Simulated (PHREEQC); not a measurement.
**Ultrapure water in contact with air or piping: speciation**

Model water analysis in mg/L, 25 °C, pH 5.67, pe 12.2:

| constituent | mg/L |
|---|---|
| Na | 0.0172 |
| K | 0.01 |
| Ca | 0.0505 |
| Mg | 0.00113 |
| Cl | 0.0285 |
| S(6) as SO4 | 0.0241 |
| Alkalinity as HCO3 | 0.14 |
| Ni | 7.54e-05 |
| Zn | 0.00252 |
| F | 0.00164 |

Na is adjusted to close the charge balance.
Valence states are taken as typed.

The numbers come from PHREEQC with the ion-association model, wateq4f.dat.

Each row changes one thing in this solution. This is a speciation only: nothing precipitates in the calculation.

```tsv
case	ionic strength (mol/kgw)	ZnOH+ (mol/kgw)	SI of ZnCO3:H2O (ZnCO3:H2O)	SI of Zincite(c) (ZnO)
as made	7.43e-6	1.96e-11	-7.17	-7.22
K from 0.01 to 0.005 mg/L	7.43e-6	1.96e-11	-7.17	-7.22
temperature from 25 to 20 °C at the same typed pH	7.43e-6	…	-7.22	…
```

### Question
Some entries are withheld; supply them.

### Answer

- temperature from 25 to 20 °C at the same typed pH, ZnOH+ (mol/kgw): 1.33e-11
- temperature from 25 to 20 °C at the same typed pH, SI of Zincite(c) (ZnO): -7.49
